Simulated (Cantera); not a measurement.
Mixture: CO : H2 : CH4 : O2 : N2 = 1 : 0.078 : 0.45 : 0.654 : 2.46 (molar parts), at 5.30 bar, adiabatic and at constant pressure. Ignition delay is the time to a rise of 400 K.

Detailed kinetics in Cantera: GRI-Mech 3.0 (53 species, 325 reactions).

What does this change do: H2 0.078 to 0.027 parts?


```tsv
quantity	before	after
delay at 1100 K	15.6 ms	63.2 ms
delay at 1200 K	5.50 ms	16.0 ms
delay at 1300 K	1.95 ms	4.45 ms
delay at 1400 K	0.711 ms	1.35 ms
delay at 1500 K	0.274 ms	0.446 ms
delay at 1600 K	0.114 ms	0.164 ms
apparent activation energy between 1400 and 1600 K	170 kJ/mol	200 kJ/mol
```
